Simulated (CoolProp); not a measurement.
R1234ze(E) at several states: fugacity coefficient from the reference equation and from simpler models built on Tc = 382.5 K, pc = 3635 kPa, ω = 0.313; each cubic takes its own stable root.

Values from CoolProp's reference Helmholtz-energy equation of state, Thol 2016.

```csv
T (K),p (kPa),phase,reference
238.3,54.9,liquid,0.8547
336.5,32.9,gas,0.9950
399.4,4750,supercritical,0.6235
306.8,15000,liquid,0.06430
```

### Question
How far does each simpler model (van der Waals, Redlich-Kwong, Soave-Redlich-Kwong, Peng-Robinson) lie from the reference over these 4 states: mean and median of the absolute difference, and the worst?

### Answer
- van der Waals: mean 46.4 %, median 8.7 %, worst +168.0 % at 306.8 K and 15000 kPa
- Redlich-Kwong: mean 15.8 %, median 7.6 %, worst +47.7 % at 306.8 K and 15000 kPa
- Soave-Redlich-Kwong: mean 2.7 %, median 1.3 %, worst +8.2 % at 306.8 K and 15000 kPa
- Peng-Robinson: mean 1.0 %, median 0.9 %, worst -2.3 % at 399.4 K and 4750 kPa

At some of these states van der Waals, Redlich-Kwong gives the other phase, because its saturation line lies elsewhere.
